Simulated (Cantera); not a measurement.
# Premixed flame

A freely propagating, adiabatic, planar premixed flame of H2 : O2 : N2 = 1 : 0.794 : 2.7 (molar parts), unburnt at 373 K and 0.133 bar; mixture-averaged transport, grid criteria slope 0.08 and curve 0.16, no radiation.

Cantera simulation using the H2/O2 subset of GRI-Mech 3.0, which has no nitrogen chemistry; the numbers are that mechanism's predictions, not measurements. Burning velocities carry a grid error of a few per cent, more on coarse grids. Lean hydrogen flames are cellular in practice and burn faster than this planar one.

```csv
z (mm),T (K),u (m/s),x H2,x O2,x H2O,x HO2,x H2O2,x O
-14.9,373,1.96,0.223,0.177,<1e-8,<1e-8,<1e-8,<1e-8
-9.91,373,1.96,0.223,0.177,<1e-8,<1e-8,<1e-8,<1e-8
-7.43,373,1.96,0.223,0.177,<1e-8,<1e-8,<1e-8,<1e-8
-4.95,373,1.96,0.222,0.177,5.32e-8,2.28e-8,<1e-8,<1e-8
-2.48,385,2.01,0.217,0.178,0.000410,7.91e-5,6.39e-6,1.81e-6
-1.24,627,3.18,0.178,0.174,0.0210,6.23e-5,1.63e-5,0.000144
0,1027,5.06,0.0881,0.138,0.101,2.33e-5,1.05e-6,0.00494
1.24,1290,6.30,0.0270,0.0918,0.179,1.25e-5,1.32e-6,0.0129
2.48,1416,6.88,0.0180,0.0816,0.196,9.38e-6,9.78e-7,0.0144
4.95,1552,7.49,0.0161,0.0779,0.205,7.13e-6,5.49e-7,0.0131
9.91,1686,8.07,0.0136,0.0754,0.215,5.29e-6,2.79e-7,0.0105
19.8,1809,8.58,0.00998,0.0736,0.225,3.66e-6,1.48e-7,0.00737
39.6,1904,8.97,0.00621,0.0727,0.233,2.36e-6,8.71e-8,0.00442
```
x: mole fraction of selected species; z is measured from the peak of heat release.

laminar burning velocity: 196 cm/s
thermal thickness: 4.95 mm
peak x(HO2): 0.000122
peak x(H2O2): 2.42e-5
peak x(O): 0.0144
grid points: 118
